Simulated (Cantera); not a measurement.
## Low-pressure radical oxidation in H2/O2

An isothermal, constant-pressure homogeneous reactor starts with 0.695 % H₂, 99.3 % O₂, equivalence ratio 0.0035, at 1350 K and 2670 Pa.

Model: the H2/O2 subset of GRI-Mech 3.0, which has no nitrogen chemistry, integrated in Cantera. Radical loss at walls, strong at low pressure, is not modelled.

```csv
t (s),x H₂,x O₂,x HO₂,x H,x OH,x H₂O₂,x O
0.000200,0.00695,0.993,3.15e-8,4.83e-9,3.93e-8,1.08e-11,4.41e-8
0.00112,0.00695,0.993,1.83e-7,2.34e-7,2.82e-6,2.67e-10,3.49e-6
0.00632,2.30e-5,0.987,6.99e-7,0.000153,0.000841,1.69e-8,0.00603
0.0356,1.58e-5,0.988,6.16e-7,0.000109,0.000742,1.53e-8,0.00487
0.200,6.46e-6,0.991,3.74e-7,2.77e-5,0.000475,1.10e-8,0.00194
1.12,7.25e-7,0.993,9.10e-8,1.02e-6,0.000160,3.25e-9,0.000213
6.32,4.76e-8,0.993,1.78e-8,1.72e-8,4.11e-5,3.82e-10,1.40e-5
35.6,9.19e-9,0.993,1.99e-8,1.47e-9,1.81e-5,9.31e-11,2.71e-6
200,8.80e-9,0.993,2.02e-8,1.38e-9,1.77e-5,8.99e-11,2.59e-6
```
x: mole fraction; the columns are a selection and need not sum to one.

Equilibrium at this temperature and pressure: H₂ 8.80e-9, O₂ 0.993, HO₂ 2.02e-8, H 1.38e-9, OH 1.77e-5, H₂O₂ 8.99e-11, O 2.59e-6 (gas phase only).
